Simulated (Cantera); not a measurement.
A Cantera script and its output.

```python
import numpy as np
import cantera as ct

gas = ct.Solution("gri30.yaml")
gas.TPX = 950, 49000, {'H2': 1.8, 'O2': 1, 'N2': 1.6}
reactor = ct.IdealGasConstPressureReactor(gas, energy="off", clone=False)
net = ct.ReactorNet([reactor])
net.rtol, net.atol = 1e-08, 1e-18
show = ['H2', 'O2', 'NO', 'N2O', 'NO2', 'OH']
times = np.geomspace(0.0004, 200, 15)

steps = ct.SolutionArray(gas, extra=["t"])
rows = []
print(f"{'t/s':>10s}{'T/K':>9s}{'P/Pa':>11s}" + "".join(f"{s:>11s}" for s in show))
for t in times:
    while net.time < t:
        t_next = net.step()
        steps.append(gas.state, t=t_next)
    rows.append([np.interp(t, steps.t, y) for y in (steps.T, steps.P, *steps(*show).X.T)])
    print(f"{t:10.3e}{rows[-1][0]:9.1f}{rows[-1][1]:11.4g}" + "".join(f"{x:11.3e}" for x in rows[-1][2:]))
rate = np.gradient(steps.T, steps.t)
print("integrator steps:", len(steps.t))
if steps.T.max() > steps.T[0] + 200:
    print(f"time of steepest temperature rise: {steps.t[rate.argmax()]:.4e} s")
gas.TPX = 950, 49000, {'H2': 1.8, 'O2': 1, 'N2': 1.6}
gas.equilibrate("TP")
print(f"equilibrium (TP): T = {gas.T:.1f} K  " + "  ".join(f"{s} {gas[s].X[0]:.3e}" for s in show))
```

It prints:

```
       t/s      T/K       P/Pa         H2         O2         NO        N2O        NO2         OH
 4.000e-04    950.0    4.9e+04  4.089e-01  2.271e-01  2.219e-13  1.933e-12  1.639e-15  2.413e-06
 1.021e-03    950.0    4.9e+04  1.724e-01  1.122e-01  1.063e-07  3.106e-09  1.508e-08  1.942e-06
 2.607e-03    950.0    4.9e+04  1.723e-01  1.122e-01  2.796e-08  3.112e-09  9.345e-08  2.571e-08
 6.657e-03    950.0    4.9e+04  1.721e-01  1.121e-01  2.677e-08  3.117e-09  9.464e-08  2.794e-08
 1.700e-02    950.0    4.9e+04  1.717e-01  1.119e-01  3.135e-08  3.134e-09  9.007e-08  4.129e-08
 4.339e-02    950.0    4.9e+04  1.698e-01  1.108e-01  4.080e-08  3.201e-09  8.069e-08  8.643e-08
 1.108e-01    950.0    4.9e+04  1.602e-01  1.060e-01  4.951e-08  3.492e-09  7.228e-08  1.598e-07
 2.828e-01    950.0    4.9e+04  1.332e-01  9.299e-02  4.872e-08  4.342e-09  7.390e-08  1.612e-07
 7.221e-01    950.0    4.9e+04  8.595e-02  7.013e-02  4.585e-08  6.255e-09  7.824e-08  1.459e-07
 1.844e+00    950.0    4.9e+04  3.086e-02  4.348e-02  4.080e-08  1.014e-08  8.537e-08  1.381e-07
 4.707e+00    950.0    4.9e+04  2.494e-03  2.977e-02  1.891e-08  1.599e-08  1.089e-07  1.239e-07
 1.202e+01    950.0    4.9e+04  1.655e-04  2.865e-02  3.452e-09  1.753e-08  1.245e-07  3.034e-08
 3.068e+01    950.0    4.9e+04  2.293e-05  2.858e-02  1.699e-09  1.743e-08  1.263e-07  1.212e-08
 7.834e+01    950.0    4.9e+04  1.770e-06  2.857e-02  3.888e-09  1.658e-08  1.241e-07  8.064e-09
 2.000e+02    950.0    4.9e+04  2.060e-09  2.857e-02  8.122e-08  1.440e-08  4.675e-08  1.923e-08
integrator steps: 2726
equilibrium (TP): T = 950.0 K  H2 7.971e-11  O2 2.857e-02  NO 4.955e-06  N2O 2.292e-10  NO2 9.902e-08  OH 6.788e-08
```

Cantera simulation using GRI-Mech 3.0 (53 species, 325 reactions); the numbers are that mechanism's predictions, not measurements. The temperature is held fixed by assumption; the heat of reaction is taken as removed at once.
